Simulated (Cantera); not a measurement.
An adiabatic, constant-volume homogeneous reactor starts with H2 : O2 : N2 = 1 : 0.725 : 2.72 (molar parts), at 1173 K and 2700000 Pa. Integrator tolerance rtol = 1e-08.

Model: GRI-Mech 3.0 (53 species, 325 reactions), integrated in Cantera. The hydrogen kinetics of GRI-Mech 3.0 are dated; newer H2 mechanisms differ, most at raised pressure. The pressure lies above the range GRI-Mech 3.0 was tuned for (to about 10 atm).

What does this change do: pressure from 2700000 Pa to 470000 Pa?


```tsv
quantity	before	after
time of steepest temperature rise	0.203 ms	22.4 µs
temperature at 6.00 s	2924 K	2847 K
equilibrium temperature	2924 K	2847 K
x(H2) at 6.00 s	0.00503 (gas-phase equilibrium 0.00503)	0.00879 (gas-phase equilibrium 0.00879)
x(O2) at 6.00 s	0.0446 (gas-phase equilibrium 0.0446)	0.0453 (gas-phase equilibrium 0.0453)
x(H2O2) at 6.00 s	5.99e-6 (gas-phase equilibrium 5.99e-6)	2.12e-6 (gas-phase equilibrium 2.12e-6)
x(HO2) at 6.00 s	4.93e-5 (gas-phase equilibrium 4.93e-5)	2.71e-5 (gas-phase equilibrium 2.71e-5)
x(NO) at 6.00 s	0.0186 (gas-phase equilibrium 0.0186)	0.0169 (gas-phase equilibrium 0.0169)
x(H2O) at 6.00 s	0.237 (gas-phase equilibrium 0.237)	0.229 (gas-phase equilibrium 0.229)
```

What does this change do: constant pressure in place of constant volume?


| quantity | before | after |
|---|---|---|
| time of steepest temperature rise | 0.203 ms | 0.217 ms |
| temperature at 6.00 s | 2924 K | 2662 K |
| equilibrium temperature | 2924 K | 2662 K |
| x(H2) at 6.00 s | 0.00503 (gas-phase equilibrium 0.00503) | 0.00268 (gas-phase equilibrium 0.00268) |
| x(O2) at 6.00 s | 0.0446 (gas-phase equilibrium 0.0446) | 0.0481 (gas-phase equilibrium 0.0481) |
| x(H2O2) at 6.00 s | 5.99e-6 (gas-phase equilibrium 5.99e-6) | 2.71e-6 (gas-phase equilibrium 2.71e-6) |
| x(HO2) at 6.00 s | 4.93e-5 (gas-phase equilibrium 4.93e-5) | 2.50e-5 (gas-phase equilibrium 2.50e-5) |
| x(NO) at 6.00 s | 0.0186 (gas-phase equilibrium 0.0186) | 0.0134 (gas-phase equilibrium 0.0134) |
| x(H2O) at 6.00 s | 0.237 (gas-phase equilibrium 0.237) | 0.244 (gas-phase equilibrium 0.244) |
